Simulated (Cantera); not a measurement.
What does this Cantera script print?

```python
import numpy as np
import cantera as ct

gas = ct.Solution("gri30.yaml")
gas.TPX = 525, 150000, {'CH4': 1, 'C2H6': 0.095, 'O2': 3.24, 'N2': 12.2}
inlet = ct.Reservoir(gas, clone=True)
gas.equilibrate("HP")  # start burning
reactor = ct.IdealGasConstPressureReactor(gas, energy="on", clone=False)
exhaust = ct.Reservoir(gas, clone=True)
tau = [0.35, 0.11, 0.036, 0.012, 0.0037, 0.0012, 0.00039, 0.00012, 4e-05, 1.3e-05, 4.2e-06][0]
for a, b in ((inlet, reactor), (reactor, exhaust)):
    ct.MassFlowController(a, b, mdot=lambda t: reactor.mass / tau)
net = ct.ReactorNet([reactor])
show = ['CH4', 'C2H6', 'O2', 'NO', 'HO2']

rows = []
print(f"{'tau/s':>10s}{'T/K':>9s}" + "".join(f"{s:>11s}" for s in show))
for tau in [0.35, 0.11, 0.036, 0.012, 0.0037, 0.0012, 0.00039, 0.00012, 4e-05, 1.3e-05, 4.2e-06]:
    net.initial_time = 0.0
    net.advance(30 * tau)
    before = gas.X
    net.advance(40 * tau)
    drift = np.max(np.abs(gas.X - before) / (gas.X + 1e-9))
    rows.append([gas.T, *gas[show].X, drift])
    print(f"{tau:10.3e}{gas.T:9.1f}" + "".join(f"{x:11.3e}" for x in gas[show].X))
```

Result:

```
     tau/s      T/K        CH4       C2H6         O2         NO        HO2
 3.500e-01   2041.4  1.089e-06  1.555e-08  5.409e-02  7.511e-04  1.616e-06
 1.100e-01   2039.9  3.091e-06  4.672e-08  5.433e-02  3.280e-04  1.734e-06
 3.600e-02   2034.3  7.576e-06  1.273e-07  5.451e-02  1.664e-04  2.055e-06
 1.200e-02   2021.7  1.647e-05  3.163e-07  5.479e-02  1.008e-04  2.894e-06
 3.700e-03   1995.6  3.616e-05  7.858e-07  5.546e-02  6.376e-05  5.003e-06
 1.200e-03   1952.4  7.872e-05  1.843e-06  5.681e-02  4.161e-05  9.152e-06
 3.900e-04   1885.3  1.873e-04  4.520e-06  5.941e-02  2.709e-05  1.690e-05
 1.200e-04   1779.3  5.922e-04  1.422e-05  6.542e-02  1.430e-05  3.400e-05
 4.000e-05    525.0  6.048e-02  5.745e-03  1.959e-01 -2.572e-21 -1.148e-19
 1.300e-05    525.0  6.048e-02  5.745e-03  1.959e-01 -1.196e-23  8.573e-22
 4.200e-06    525.0  6.048e-02  5.745e-03  1.959e-01 -7.557e-25  4.772e-22
```

Detailed kinetics in Cantera: GRI-Mech 3.0 (53 species, 325 reactions).
